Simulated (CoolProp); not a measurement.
Model: reference Helmholtz-energy equation of state, Thol 2015, in CoolProp.

**Question.** For octamethylcyclotetrasiloxane (D4), give the phase and the density (kg/m³), expansivity (1/kK) at 288.35 °C and 2410 kPa; 288.35 °C and 2890 kPa.

**Answer.** 
- 288.35 °C and 2410 kPa: liquid; density 598, expansivity 3.66
- 288.35 °C and 2890 kPa: liquid; density 607, expansivity 3.26
